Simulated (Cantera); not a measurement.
Charge: 1 mol NiS, 1600 mol H₂, at 0.0140 bar.

Cantera equilibrium calculation (NASA polynomials, part measured and part estimated; ideal gas, pure solids and liquids). Candidate condensed phases: Ni, NiS, NiS₂, Ni₃S₂, Ni₃S₄, S; 9 gas species. Rates play no part. All values below are at 1527 °C.

Base state: H₂ 0.996, H 0.00302, Ni 0.000616, H₂S 0.000427, SH 0.000146, S 2.10e-5, S₂ 1.12e-5 (mole fractions); condensed: gas only.

**Question.** What changes in the equilibrium state with this change: NiS replaced by Al₂O₃?

**Answer.** 
| species | before | after |
|---|---|---|
| H₂ | 0.996 | 0.997 |
| H | 0.00302 | 0.00302 |
| H₂O | 0 | 6.28e-5 |
| Ni | 0.000616 | 0 |
| H₂S | 0.000427 | 0 |
| Al | 0 | 3.32e-5 |
| SH | 0.000146 | 0 |
| S | 2.10e-5 | 0 |
| S₂ | 1.12e-5 | 0 |
| Al₂O₃(s), mol | 0 | 0.963 |
Further candidate phases: Al, Al₂O₃, H₂O.

**Question.** What changes in the equilibrium state with this change: pressure from 0.0140 bar to 0.000250 bar?

**Answer.** 
```tsv
species	before	after
H₂	0.996	0.976
H	0.00302	0.0224
Ni	0.000616	0.000616
H₂S	0.000427	8.77e-5
S	2.10e-5	0.000247
S₂	1.12e-5	2.76e-5
SH	0.000146	0.000226
```
